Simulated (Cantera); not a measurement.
Charge: 1 mol Si, a varied amount of Cl₂, 31 mol H₂, equilibrated at 573.15 K and 0.210 bar.

Cantera equilibrium calculation (NASA polynomials, part measured and part estimated; ideal gas, pure solids and liquids). Candidate condensed phases: Si; 19 gas species. Rates play no part.

Problem. Which condensed phases are stable at each of these points (n(Cl₂) (mol)): 0.79, 0.96, 1.2, 1.4, 1.7, 2.1, 2.5, 3, 3.7, 4.4, 5.4, 6.5, 7.9?

Solution. 
| n(Cl₂) (mol) | condensed phases | Si condensed (%) |
|---|---|---|
| 0.79 | Si(s) | 54.8 |
| 0.96 | Si(s) | 45.3 |
| 1.2 | Si(s) | 32.0 |
| 1.4 | Si(s) | 20.9 |
| 1.7 | Si(s) | 4.4 |
| 2.1 | gas only | 0.0 |
| 2.5 | gas only | 0.0 |
| 3 | gas only | 0.0 |
| 3.7 | gas only | 0.0 |
| 4.4 | gas only | 0.0 |
| 5.4 | gas only | 0.0 |
| 6.5 | gas only | 0.0 |
| 7.9 | gas only | 0.0 |

From 0.79 mol Cl₂ to 1.7 mol Cl₂ the condensed part is Si(s). From 2.1 mol Cl₂ to 7.9 mol Cl₂ nothing is condensed.
